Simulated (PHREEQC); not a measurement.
0.1 mol of Fluorite (CaF2) is brought to equilibrium with 1 kg of water, with rising amounts of Pb(NO3)2, at 25 °C. O2 is buffered at 0.21 atm. CO2 from the air is kept out. Solids allowed: Fluorite, PbF2, Portlandite, Litharge. Others were left out.

The numbers come from PHREEQC with the ion-association model with all activity coefficients set to 1, wateq4f.dat.

```csv
Pb(NO3)2 added (mol),pH,dissolved Ca (mol/kgw),dissolved F (mol/kgw),PbNO3+ (mol/kgw),PbF+ (mol/kgw)
0,7.09,0.000185,0.000370,0,0
0.0417,4.69,0.000233,0.000467,0.0201,0.000125
0.0833,?,0.000252,0.000505,0.0522,0.000173
0.125,4.53,0.000264,0.000528,0.0880,0.000202
0.167,4.49,0.000272,0.000544,?,0.000221
0.208,4.47,0.000278,0.000555,0.164,0.000235
0.25,?,0.000282,0.000565,0.203,0.000246
0.292,?,0.000286,0.000572,0.243,0.000255
0.333,4.43,0.000289,0.000578,?,0.000262
0.375,4.42,0.000291,0.000583,0.323,0.000268
0.417,?,0.000294,0.000587,0.364,0.000273
0.458,4.40,0.000295,0.000591,?,0.000277
0.5,4.40,0.000297,0.000594,0.445,0.000281
```

Task: What belongs in the gaps?

Result: 
- 0.0833, pH: 4.58
- 0.167, PbNO3+ (mol/kgw): 0.126
- 0.25, pH: 4.45
- 0.292, pH: 4.44
- 0.333, PbNO3+ (mol/kgw): 0.283
- 0.417, pH: 4.41
- 0.458, PbNO3+ (mol/kgw): 0.404

Complexes and solids missing from the database can't appear.
